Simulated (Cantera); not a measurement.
An isothermal, constant-pressure homogeneous reactor starts with H2 : O2 : N2 = 1.5 : 1 : 6.2 (molar parts), equivalence ratio 0.75, at 825 K and 22000 Pa.

Detailed kinetics in Cantera: GRI-Mech 3.0 (53 species, 325 reactions). Below about 950 K walls govern HO2 and H2O2 in real vessels. The temperature is held fixed by assumption; the heat of reaction is taken as removed at once.

Problem. Predict: x(H2) at 1.00 s; x(O2) at 1.00 s; x(HO2) at 1.00 s; x(H2O2) at 1.00 s.

Solution. 
* **x(H2) at 1.00 s**: 0.110 (gas-phase equilibrium <1e-12)
* **x(O2) at 1.00 s**: 0.0847 (gas-phase equilibrium 0.0314)
* **x(HO2) at 1.00 s**: 3.23e-6 (gas-phase equilibrium 7.10e-12)
* **x(H2O2) at 1.00 s**: 2.97e-5 (gas-phase equilibrium 2.95e-12)
